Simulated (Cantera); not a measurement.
# Low-pressure radical oxidation in H2/O2

An isothermal, constant-pressure homogeneous reactor starts with H2 : O2 = 0.016 : 1 (molar parts), at 1473 K and 0.00257 atm.

Model: GRI-Mech 3.0 (53 species, 325 reactions), integrated in Cantera. Radical loss at walls, strong at low pressure, is not modelled.

| t (s) | x H2 | x O2 | x H2O | x OH | x O | x HO2 | x H |
|---|---|---|---|---|---|---|---|
| 4.00e-6 | 0.0157 | 0.984 | <1e-12 | 1.79e-11 | 1.79e-11 | 7.38e-10 | 7.20e-10 |
| 3.86e-5 | 0.0157 | 0.984 | 2.63e-11 | 1.44e-9 | 1.45e-9 | 7.12e-9 | 5.70e-9 |
| 0.000372 | 0.0157 | 0.984 | 1.17e-8 | 5.71e-8 | 5.92e-8 | 6.86e-8 | 2.13e-8 |
| 0.00359 | 0.0157 | 0.984 | 7.06e-6 | 6.07e-6 | 6.81e-6 | 6.53e-7 | 9.09e-7 |
| 0.0346 | 9.28e-5 | 0.969 | 0.0142 | 0.00238 | 0.0135 | 9.83e-8 | 0.000600 |
| 0.334 | 9.01e-5 | 0.970 | 0.0142 | 0.00235 | 0.0131 | 9.69e-8 | 0.000572 |
| 3.22 | 6.88e-5 | 0.973 | 0.0145 | 0.00206 | 0.00983 | 8.49e-8 | 0.000375 |
| 31.1 | 1.34e-5 | 0.982 | 0.0154 | 0.000911 | 0.00182 | 3.79e-8 | 3.05e-5 |
| 300 | 5.69e-7 | 0.984 | 0.0158 | 0.000188 | 7.55e-5 | 3.99e-8 | 2.60e-7 |
x: mole fraction; the columns are a selection and need not sum to one.

Equilibrium at this temperature and pressure: H2 4.12e-7, O2 0.984, H2O 0.0158, OH 0.000160, O 5.46e-5, HO2 4.56e-8, H 1.60e-7 (gas phase only).
